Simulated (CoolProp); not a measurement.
Vapour-liquid equilibrium of propylene (1) + propane (2) at 350 kPa; x and y are mole fractions of (1).

Model: multi-fluid Helmholtz-energy mixture model, Lemmon 2013 and Lemmon 2009; pair parameters Bell 2016, in CoolProp.

```json
[
 {"x": "0.05", "bubble temperature, mixture model (K)": "263.0", "bubble temperature, Raoult's law (K)": "263.2", "y, mixture model": "0.065", "y, Raoult's law": "0.061"},
 {"x": "0.2", "bubble temperature, mixture model (K)": "261.6", "bubble temperature, Raoult's law (K)": "262.1", "y, mixture model": "0.243", "y, Raoult's law": "0.237"},
 {"x": "0.35", "bubble temperature, mixture model (K)": "260.4", "bubble temperature, Raoult's law (K)": "261.1", "y, mixture model": "0.402", "y, Raoult's law": "0.401"},
 {"x": "0.5", "bubble temperature, mixture model (K)": "259.4", "bubble temperature, Raoult's law (K)": "260.1", "y, mixture model": "0.549", "y, Raoult's law": "0.554"},
 {"x": "0.65", "bubble temperature, mixture model (K)": "258.5", "bubble temperature, Raoult's law (K)": "259.2", "y, mixture model": "0.688", "y, Raoult's law": "0.698"},
 {"x": "0.8", "bubble temperature, mixture model (K)": "257.8", "bubble temperature, Raoult's law (K)": "258.3", "y, mixture model": "0.822", "y, Raoult's law": "0.833"},
 {"x": "0.95", "bubble temperature, mixture model (K)": "257.2", "bubble temperature, Raoult's law (K)": "257.4", "y, mixture model": "0.955", "y, Raoult's law": "0.959"}
]
```

The largest gap from Raoult's law is -0.7 K in bubble temperature, at x = 0.5. No azeotrope shows between x = 0.05 and 0.95.

The pair parameters rest on a limited set of measurements; away from them the model extrapolates.
